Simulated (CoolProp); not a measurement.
A simple Rankine cycle with cis-2-butene: condensing at 331.15 K, boiler at 2.25 MPa, turbine inlet 412.7 K, turbine efficiency 0.6, pump efficiency 0.8, no recuperator. Each further row changes one setting.

Computed with CoolProp (reference Helmholtz-energy equation of state, Lemmon 2005). It is a short technical equation, of lower accuracy than the large ones.

```csv
case,thermal efficiency (%),net work (kJ/kg),heat in (kJ/kg),turbine exit temperature (K),volume ratio over the turbine
as stated,…,35.6,454,366.7,4.62
turbine inlet 432.7 K,7.9,39.6,502,…,…
condensing temperature 323.15 K,8.7,41.3,473,361.7,5.70
boiler pressure 1.57 MPa,6.2,29.7,478,382.8,2.98
turbine efficiency 0.5,6.4,29.0,454,370.3,4.68
```

Question: Fill in the missing entries.

Answer: 
- as stated, thermal efficiency (%): 7.8
- turbine inlet 432.7 K, turbine exit temperature (K): 390.5
- turbine inlet 432.7 K, volume ratio over the turbine: 4.43
